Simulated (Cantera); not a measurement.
A closed system holds: 1 mol Fe, 0.31 mol H₂S, 6 mol CO, held at 1323 K and 780000 Pa.

Cantera equilibrium calculation (NASA polynomials, part measured and part estimated; ideal gas, pure solids and liquids). Candidate condensed phases: C, C₆H₆, C₇H₈, C₈H₁₈, Fe, Fe(CO)₅, FeO, Fe(OH)₂, Fe(OH)₃, FeS, FeSO₄, FeS₂, Fe₂O₃, Fe₂(SO₄)₃, Fe₃O₄, H₂O, H₂SO₄, S; 127 gas species. Metal and sulfide melt together well below either melting point, which pure phases cannot show. Mutual solubility and eutectic melting of coexisting phases are not modelled. FeS: taken at fixed stoichiometry. Condensed phases not in the tables: cementite and carbon dissolved in iron. Equilibrium is a limit: real reactors are often held back by kinetics, nucleation or transport.

Base state: CO 0.923, H₂ 0.0474, CO₂ 0.0263, H₂O 0.00250, H₂S 0.000375, COS 0.000236, CH₄ 0.000119 (mole fractions); condensed: C(graphite) + Fe(γ) + FeS(s).

Task: What changes in the equilibrium state with this change: temperature from 1323 K to 1500 K?

Result: 
```tsv
species	before	after
CO	0.923	0.946
H₂	0.0474	0.0480
CO₂	0.0263	0.00463
H₂O	0.00250	0.000608
CS₂	5.03e-7	1.12e-5
CH₄	0.000119	4.61e-5
COS	0.000236	0.000467
H₂S	0.000375	0.000713
C(graphite), mol	0.176	0.0325
Fe(γ), mol	0.694	0.698
FeS(s), mol	0.306	0
FeS(l), mol	0	0.302
```
Iron dissolves carbon and melts from about 1420 K in contact with it, which pure phases cannot show.

Task: What changes in the equilibrium state with this change: temperature from 1323 K to 1425 K?

Result: 
| species | before | after |
|---|---|---|
| CO | 0.923 | 0.941 |
| H₂ | 0.0474 | 0.0479 |
| CO₂ | 0.0263 | 0.00922 |
| H₂O | 0.00250 | 0.00107 |
| CH₄ | 0.000119 | 6.73e-5 |
| COS | 0.000236 | 0.000374 |
| H₂S | 0.000375 | 0.000579 |
| C(graphite), mol | 0.176 | 0.0638 |
| Fe(γ), mol | 0.694 | 0.696 |
| FeS(s), mol | 0.306 | 0.304 |
Iron dissolves carbon and melts from about 1420 K in contact with it, which pure phases cannot show.
